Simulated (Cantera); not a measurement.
Source: NASA polynomial tables (part measured, part estimated), evaluated in Cantera. Values are per mole of reaction as written; species without (g) are pure solids or liquids, kept so even where they would boil at 1 bar.

**Question.** Between 673 and 2273 K, where is each reaction favourable under standard conditions?
- CaCl₂ + 2 H(g) = 2 HCl(g) + Ca

**Answer.** 
- CaCl₂ + 2 H(g) = 2 HCl(g) + Ca: ΔG° is 125 kJ at 673 K and 97 kJ at 2273 K; it stays positive (K < 1). ΔH° is 87 kJ and ΔS° -5 J/K at 2273 K.
